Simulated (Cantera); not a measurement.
Standard-state values (1 bar) from the NASA 1993 polynomials, evaluated with Cantera. Values are per mole of reaction as written; species without (g) are pure solids or liquids, kept so even where they would boil at 1 bar.

3 H₂(g) + 2 HBO₂(g) → 4 H₂O(g) + 2 B

```json
[
 {"T (K)": "1948", "ΔH° (kJ)": "145.7", "ΔS° (J/K)": "-120.5", "ΔG° (kJ)": "380.5", "log10 K": "-10.20", "condensed phases": "B(s)"},
 {"T (K)": "2048", "ΔH° (kJ)": "___", "ΔS° (J/K)": "___", "ΔG° (kJ)": "___", "log10 K": "___", "condensed phases": "B(s)"},
 {"T (K)": "2148", "ΔH° (kJ)": "147.7", "ΔS° (J/K)": "-119.6", "ΔG° (kJ)": "404.6", "log10 K": "-9.84", "condensed phases": "B(s)"},
 {"T (K)": "2248", "ΔH° (kJ)": "149.0", "ΔS° (J/K)": "-119.0", "ΔG° (kJ)": "416.5", "log10 K": "-9.68", "condensed phases": "B(s)"},
 {"T (K)": "2348", "ΔH° (kJ)": "150.3", "ΔS° (J/K)": "-118.4", "ΔG° (kJ)": "428.4", "log10 K": "-9.53", "condensed phases": "B(s)"},
 {"T (K)": "2448", "ΔH° (kJ)": "252.4", "ΔS° (J/K)": "-75.0", "ΔG° (kJ)": "436.0", "log10 K": "-9.30", "condensed phases": "B(l)"},
 {"T (K)": "2548", "ΔH° (kJ)": "___", "ΔS° (J/K)": "___", "ΔG° (kJ)": "___", "log10 K": "___", "condensed phases": "B(l)"},
 {"T (K)": "2648", "ΔH° (kJ)": "___", "ΔS° (J/K)": "___", "ΔG° (kJ)": "___", "log10 K": "___", "condensed phases": "B(l)"},
 {"T (K)": "2748", "ΔH° (kJ)": "257.8", "ΔS° (J/K)": "-72.9", "ΔG° (kJ)": "458.2", "log10 K": "-8.71", "condensed phases": "B(l)"}
]
```

Task: Some entries are withheld; supply them.

Result: 
- 2048, ΔH° (kJ): 146.7
- 2048, ΔS° (J/K): -120.1
- 2048, ΔG° (kJ): 392.6
- 2048, log10 K: -10.01
- 2548, ΔH° (kJ): 254.1
- 2548, ΔS° (J/K): -74.3
- 2548, ΔG° (kJ): 443.4
- 2548, log10 K: -9.09
- 2648, ΔH° (kJ): 255.9
- 2648, ΔS° (J/K): -73.6
- 2648, ΔG° (kJ): 450.8
- 2648, log10 K: -8.89
